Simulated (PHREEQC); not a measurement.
A made-up water analysis in mg/L, 90 °C, pH 3.94, pe 10.9:

```tsv
constituent	mg/L
Na	400
K	24.5
Ca	210
Mg	232
Cl	516
S(6) as SO4	1500
F	0.522
O(0) (dissolved oxygen)	0.381
Al	2.05
Zn	45.2
N(5) as NO3	27.5
Mn(2)	0.413
```

Valence states are taken as typed.

All values are PHREEQC results (ion-association model, phreeqc.dat), not measurements.

This is a speciation only: nothing precipitates in the calculation.

Problem. Order these Al species by the share of Al that they hold, largest first: AlOH+2, AlF+2, AlSO4+, Al+3, Al(OH)2+.

Solution. AlSO4+ (32 %), AlF+2 (24 %), Al(OH)2+ (18 %), AlOH+2 (10 %), Al+3 (6.0 %)

The pH is 3.94 and the ionic strength 0.0494 mol/kgw. Examples of supersaturated solids here: Gibbsite (slow to form). Others may be too. At this temperature some constants are extrapolated from 25 °C, and those without enthalpy data are left unchanged. Fluoro complexes past AlF4- and FeF3 are missing from the database.
